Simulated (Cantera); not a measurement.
An isothermal, constant-pressure homogeneous reactor starts with 2.56 % C₂H₆, 97.4 % H₂, at 1050 K and 86.0 Pa.

Model: GRI-Mech 3.0 (53 species, 325 reactions), integrated in Cantera. GRI-Mech 3.0 stops at C3 and has no aromatics, soot or wall deposition, so with more carbon than oxygen in the feed, carbon stays in small species such as C2H2 where larger ones or solid carbon would form. Radical loss at walls, strong at low pressure, is not modelled.

x: mole fraction; the columns are a selection and need not sum to one.

```
t (s)     x C₂H₆   x H₂     x CH₂       x H    x CH₃
--------  ------  -----  --------  --------  -------
0.000300  0.0256  0.974    <1e-12  1.14e-10  5.10e-9
0.000623  0.0256  0.974    <1e-12  4.64e-10  1.03e-8
0.00129   0.0256  0.974    <1e-12   1.77e-9  2.04e-8
0.00269   0.0256  0.974    <1e-12   6.06e-9  3.82e-8
0.00558   0.0256  0.974    <1e-12   1.75e-8  6.47e-8
0.0116    0.0256  0.974    <1e-12   4.19e-8  9.31e-8
0.0240    0.0256  0.974    <1e-12   8.93e-8  1.09e-7
0.0499    0.0256  0.974    <1e-12   1.85e-7  1.14e-7
0.104     0.0256  0.974    <1e-12   3.81e-7  1.25e-7
0.215     0.0256  0.974    <1e-12         ?        ?
0.447     0.0255  0.974    <1e-12         ?        ?
0.928     0.0252  0.974  1.47e-12   3.24e-6  1.23e-6
1.93      0.0238  0.974  8.60e-12   6.08e-6  3.69e-6
4.00      0.0195  0.973  2.60e-11   9.43e-6  7.09e-6
```

### Question
Fill in the missing entries.

### Answer

- 0.215, x H: 7.87e-7
- 0.215, x CH₃: 1.76e-7
- 0.447, x H: 1.61e-6
- 0.447, x CH₃: 3.93e-7
